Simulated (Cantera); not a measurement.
Charge: 1 mol BCl3, 3.8 mol H2, equilibrated at 975 K and 0.0480 bar.

Method: chemical equilibrium by Gibbs-energy minimisation in Cantera with the NASA 1993 tables (ideal gas, pure condensed phases). Candidate condensed phases: B; 13 gas species. Gases not in the tables: BHCl2. Kinetics and transport are ignored.

Base state: H2 0.732, BCl3 0.174, HCl 0.0938 (mole fractions); condensed: B(s).

Question: What changes in the equilibrium state with this change: temperature from 975 K to 750 K?

Answer: 
| species | before | after |
|---|---|---|
| H2 | 0.732 | 0.777 |
| BCl3 | 0.174 | 0.200 |
| HCl | 0.0938 | 0.0227 |
| B(s), mol | 0.152 | 0.0365 |
